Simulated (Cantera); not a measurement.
A closed system holds: 1 mol FeS, 3.9 mol SO₃, 0.055 mol O₂, at 1423 K.

Equilibrium computed with Cantera from the NASA thermochemical tables; the gas is ideal and each condensed phase is pure. Candidate condensed phases: Fe, FeO, FeS, FeSO₄, FeS₂, Fe₂O₃, Fe₂(SO₄)₃, Fe₃O₄, S; 12 gas species. Kinetics and transport are ignored.

x: gas mole fraction; n: condensed amount in mol.

```tsv
P (Pa)	x SO₂	x O₂	x SO₃	x SO	x O	n Fe₃O₄(s)	n Fe₂O₃(s)
1000	0.935	0.0640	0.00134	3.50e-6	[?]	0.333	0
4600	0.949	0.0483	0.00253	1.91e-6	[?]	0	0.500
21000	0.948	0.0469	0.00533	9.05e-7	[?]	0	0.500
96000	0.945	0.0442	0.0110	4.34e-7	[?]	0	0.500
440000	0.939	0.0390	0.0220	2.15e-7	[?]	0	0.500
2000000	0.929	0.0301	0.0408	1.14e-7	[?]	0	0.500
```

Task: Some entries are withheld; supply them.

Result: 
- 1000, x O: 3.41e-6
- 4600, x O: 1.38e-6
- 21000, x O: 6.37e-7
- 96000, x O: 2.89e-7
- 440000, x O: 1.27e-7
- 2000000, x O: 5.22e-8
